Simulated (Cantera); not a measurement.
**Si(CH₃)₄ + HCl + H₂ (silicon carbide growth)**

Input: 1 mol Si(CH₃)₄, 0.058 mol HCl, 180 mol H₂, at 1.00 Torr.

These are equilibrium values from Cantera (NASA tables, ideal gas, pure condensed phases), not measurements of a reactor. Candidate condensed phases: C, C₆H₆, C₇H₈, C₈H₁₈, Si, SiC; 109 gas species. Kinetics and transport are ignored.

```json
[
 {"T (°C)": "825", "x H₂": "1.000", "x H": "6.77e-7", "x Si": "<1e-12", "x C₂H₂ (acetylene)": "1.27e-8", "x HCl": "0.000312", "n C(graphite)": "2.99", "n SiC(s)": "1.00"},
 {"T (°C)": "925", "x H₂": "1.000", "x H": "5.21e-6", "x Si": "1.61e-12", "x C₂H₂ (acetylene)": "9.89e-8", "x HCl": "0.000312", "n C(graphite)": "3.00", "n SiC(s)": "1.00"},
 {"T (°C)": "1025", "x H₂": "1.000", "x H": "2.93e-5", "x Si": "8.93e-11", "x C₂H₂ (acetylene)": "5.58e-7", "x HCl": "0.000312", "n C(graphite)": "3.00", "n SiC(s)": "1.00"},
 {"T (°C)": "1125", "x H₂": "1.000", "x H": "0.000130", "x Si": "2.78e-9", "x C₂H₂ (acetylene)": "2.45e-6", "x HCl": "0.000312", "n C(graphite)": "3.00", "n SiC(s)": "1.000"},
 {"T (°C)": "1225", "x H₂": "0.999", "x H": "0.000470", "x Si": "5.44e-8", "x C₂H₂ (acetylene)": "8.80e-6", "x HCl": "0.000312", "n C(graphite)": "3.00", "n SiC(s)": "1.000"},
 {"T (°C)": "1325", "x H₂": "0.998", "x H": "0.00146", "x Si": "7.32e-7", "x C₂H₂ (acetylene)": "2.69e-5", "x HCl": "0.000311", "n C(graphite)": "2.99", "n SiC(s)": "1.000"},
 {"T (°C)": "1425", "x H₂": "0.996", "x H": "0.00395", "x Si": "7.23e-6", "x C₂H₂ (acetylene)": "7.17e-5", "x HCl": "0.000310", "n C(graphite)": "2.97", "n SiC(s)": "0.999"},
 {"T (°C)": "1525", "x H₂": "0.990", "x H": "0.00959", "x Si": "5.52e-5", "x C₂H₂ (acetylene)": "0.000171", "x HCl": "0.000308", "n C(graphite)": "2.95", "n SiC(s)": "0.989"},
 {"T (°C)": "1625", "x H₂": "0.978", "x H": "0.0212", "x Si": "0.000339", "x C₂H₂ (acetylene)": "0.000368", "x HCl": "0.000303", "n C(graphite)": "2.93", "n SiC(s)": "0.930"},
 {"T (°C)": "1725", "x H₂": "0.954", "x H": "0.0429", "x Si": "0.00174", "x C₂H₂ (acetylene)": "0.000723", "x HCl": "0.000294", "n C(graphite)": "3.06", "n SiC(s)": "0.628"},
 {"T (°C)": "1825", "x H₂": "0.913", "x H": "0.0805", "x Si": "0.00452", "x C₂H₂ (acetylene)": "0.00130", "x HCl": "0.000279", "n C(graphite)": "3.36", "n SiC(s)": "0"}
]
```
x: gas mole fraction; n: condensed amount in mol.

From 825 °C to 1725 °C the condensed part is C(graphite) + SiC(s). At 1825 °C the condensed part is C(graphite).
